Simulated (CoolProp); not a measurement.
Vapour-liquid equilibrium of R245fa (1) + isopentane (2) at 334.9 K; x and y are mole fractions of (1).

Values from CoolProp's multi-fluid Helmholtz-energy mixture model, Akasaka 2015 and Lemmon 2006; pair parameters Bell 2016.

```
x     bubble pressure, mixture model (kPa)  bubble pressure, Raoult's law (kPa)  y, mixture model  y, Raoult's law
----  ------------------------------------  -----------------------------------  ----------------  ---------------
0.05                                 344.8                                296.5             0.193            0.082
0.15                                 436.0                                316.4             0.402            0.230
0.25                                 498.0                                336.4             0.512            0.361
0.35                                 537.4                                356.3             0.577            0.477
0.45                                 561.0                                376.3             0.621            0.581
0.55                                 574.2                                396.2             0.654            0.675
0.65                                 580.4                                416.2             0.684            0.759
0.75                                 580.3                                436.1             0.719            0.836
0.85                                 568.9                                456.1             0.774            0.906
0.95                                 529.1                                476.0             0.888            0.970
```

The largest gap from Raoult's law is +50.8 % in bubble pressure, at x = 0.35. y crosses x between x = 0.65 and 0.75: the model has an azeotrope there.

The pair parameters rest on a limited set of measurements; away from them the model extrapolates. With so large a gap from Raoult's law the liquid may split in two, which this calculation doesn't test in full.
